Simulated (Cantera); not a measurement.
Charge: 1 mol SiO2, 0.092 mol C, 7 mol N2, held at 1750 K and 10000 Pa.

Method: chemical equilibrium by Gibbs-energy minimisation in Cantera with the NASA 1993 tables (ideal gas, pure condensed phases). Candidate condensed phases: C, Si, SiC, SiO2, Si2N2O, Si3N4; 34 gas species. The tables hold silica as quartz up to 1696 K and as liquid above; real silica turns to tridymite and cristobalite and melts near 1996 K. Rates play no part.

Base state: N2 0.974, SiO 0.0128, CO 0.0128 (mole fractions); condensed: SiO2(condensed).

Task: What changes in the equilibrium state with this change: 0.35 mol H2O added?

Result: 
```tsv
species	before	after
N2	0.974	0.941
H2O	0	0.0305
H2	0	0.0165
SiO	0.0128	4.35e-6
CO	0.0128	0.00818
H	0	9.45e-5
OH	0	1.02e-5
CO2	2.22e-6	0.00418
SiO2(condensed), mol	0.908	1.000
```
Further candidate phases: C6H6, C7H8, C8H18, H2O.
